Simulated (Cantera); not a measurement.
An isothermal, constant-pressure homogeneous reactor starts with 14.5 % H₂, 85.5 % O₂, at 1050 K and 0.0132 atm.

Computed with Cantera and the H2/O2 subset of GRI-Mech 3.0, which has no nitrogen chemistry. Radical loss at walls, strong at low pressure, is not modelled. The temperature is held fixed by assumption; the heat of reaction is taken as removed at once.

One state of this run: x H₂ = 9.96e-5; x O₂ = 0.842; x OH = 0.000559; x H₂O₂ = 2.44e-7; x H = 7.97e-5. x: mole fraction; the columns are a selection and need not sum to one.

Which value of t (s) does it belong to?
A) 0.0666
B) 3.00e-6
C) 0.493
D) 3.65

A, 0.0666
